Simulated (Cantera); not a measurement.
Equilibrium for carbon deposition, reforming and gasification: n-butane + CO₂ + N₂ + H₂O

Feed: 1 mol n-butane, 5.3 mol CO₂, 8 mol N₂, 0.023 mol H₂O, equilibrated at 10.0 mbar.

Cantera equilibrium calculation (NASA polynomials, part measured and part estimated; ideal gas, pure solids and liquids). Candidate condensed phases: C, C₆H₆, C₇H₈, C₈H₁₈, H₂O; 169 gas species. Ions and electrons are included (thermal ionisation). The numbers say what is thermodynamically allowed, not how fast it happens.

From 2500 K to 5000 K nothing is condensed. The main C-bearing gas is CO throughout.

```
T (K)   x CO     x H   x N₂       x N      x H₂      x O       x C     x H₂O     x CO₂
-----  -----  ------  -----  --------  --------  -------  --------  --------  --------
2500   0.380  0.0915  0.340   1.70e-6     0.132  0.00215  6.15e-12    0.0331    0.0153
2750   0.358   0.195  0.315   1.35e-5    0.0812   0.0146  1.03e-10    0.0149   0.00955
3000   0.337   0.290  0.292   7.52e-5    0.0336   0.0333   2.29e-9   0.00221   0.00299
3250   0.328   0.332  0.282  0.000328    0.0107   0.0417   5.24e-8  0.000183  0.000714
3500   0.326   0.344  0.279   0.00117   0.00340   0.0443   8.92e-7   1.61e-5  0.000186
3750   0.324   0.348  0.277   0.00353   0.00120   0.0451   1.08e-5   1.81e-6   5.65e-5
4000   0.323   0.348  0.273   0.00927  0.000477   0.0455   9.72e-5   2.60e-7   1.98e-5
4250   0.320   0.346  0.265    0.0216  0.000208   0.0460  0.000670   4.65e-8   7.82e-6
4500   0.312   0.341  0.249    0.0449   9.73e-5   0.0484   0.00352   1.03e-8   3.53e-6
4750   0.293   0.331  0.221    0.0840   4.77e-5   0.0572    0.0132   2.90e-9   1.87e-6
5000   0.254   0.313  0.179     0.140   2.37e-5   0.0769    0.0347   1.02e-9   1.13e-6
```
x: gas mole fraction; nothing condenses.
